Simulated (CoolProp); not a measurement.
Vapour pressure (MPa) of normal hydrogen: the reference equation beside estimates from Tc = -240.0 °C, pc = 1.296 MPa, ω = -0.219.

The numbers come from the reference Helmholtz-energy equation of state, Leachman 2009 in CoolProp.

```csv
T (°C),reference,Lee-Kesler,van der Waals,Redlich-Kwong,Peng-Robinson
-249.35,0.2466,0.2468,0.2956,0.1400,0.2548
-248.75,0.2821,0.2822,0.3344,0.1710,0.2918
-248.15,0.3210,0.3210,0.3764,0.2066,0.3322
-247.55,0.3635,0.3635,0.4216,0.2470,0.3763
-246.85,0.4180,0.4178,0.4785,0.3008,0.4324
-246.25,0.4690,0.4687,0.5310,0.3529,0.4848
-245.65,0.5242,0.5238,0.5870,0.4109,0.5412
-245.05,0.5838,0.5834,0.6465,0.4751,0.6018
-244.45,0.6481,0.6476,0.7097,0.5457,0.6668
-243.75,0.7292,0.7287,0.7881,0.6367,0.7482
-243.15,0.8043,0.8039,0.8593,0.7223,0.8231
-242.55,0.8848,0.8846,0.9344,0.8152,0.9027
-241.95,0.9711,0.9712,1.013,0.9157,0.9872
-241.35,1.063,1.064,1.096,1.024,1.077
-240.65,1.180,1.181,1.198,1.161,1.188
```

Absolute difference from the reference over all 15 rows, mean and median: Lee-Kesler 0.1 and 0.1 %, van der Waals 10.7 and 10.7 %, Redlich-Kwong 20.1 and 18.6 %, Peng-Robinson 2.7 and 3.1 %.
